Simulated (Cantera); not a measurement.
Charge: 1 mol c-C4F8, 9.6 mol H2, held at 952 °C and 1.00 bar.

These are equilibrium values from Cantera (NASA tables, ideal gas, pure condensed phases), not measurements of a reactor. Candidate condensed phases: C, C6H6, C7H8, C8H18; 95 gas species. The feed counts by its element totals alone. Rates play no part.

Base state: HF 0.590, H2 0.408, CH4 0.00219 (mole fractions); condensed: C(graphite).

### Question
What changes in the equilibrium state with this change: H2 from 9.6 to 0.095 mol?

### Answer
| species | before | after |
|---|---|---|
| CF4 | <1e-9 | 0.911 |
| HF | 0.590 | 0.0887 |
| H2 | 0.408 | <1e-9 |
| CH4 | 0.00219 | <1e-9 |
| C(graphite), mol | 3.97 | 2.05 |
Gases not in the tables: C2F6 and larger saturated fluorocarbons.
